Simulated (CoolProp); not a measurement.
A single-stage vapour-compression cycle with ethylene: evaporating at 204.15 K (dew point), condensing at 254.15 K (bubble point), superheat 5 K, subcooling 2 K, compressor efficiency 0.7, no pressure losses. Each further row changes one setting.

The numbers come from the reference Helmholtz-energy equation of state, Smukala 2000 in CoolProp.

| case | cooling COP | pressure ratio | discharge temperature (K) | refrigerating effect (kJ/kg) | volumetric capacity (kJ/m³) |
|---|---|---|---|---|---|
| as stated | 2.00 | 4.82 | 325.2 | 296 | 2840 |
| evaporating temperature 209.15 K | 2.34 | ___ | ___ | ___ | 3450 |
| condensing temperature 249.15 K | 2.33 | ___ | ___ | 312 | 3000 |
| subcooling 7 K | 2.12 | 4.82 | 325.2 | 312 | 3000 |
| superheat 15 K | 1.98 | 4.82 | 338.1 | ___ | 2810 |
| compressor efficiency 0.6 | 1.72 | 4.82 | 338.2 | 296 | 2840 |

What belongs in the gaps?


- evaporating temperature 209.15 K, pressure ratio: 3.98
- evaporating temperature 209.15 K, discharge temperature (K): 316.4
- evaporating temperature 209.15 K, refrigerating effect (kJ/kg): 299
- condensing temperature 249.15 K, pressure ratio: 4.23
- condensing temperature 249.15 K, discharge temperature (K): 314.9
- superheat 15 K, refrigerating effect (kJ/kg): 311
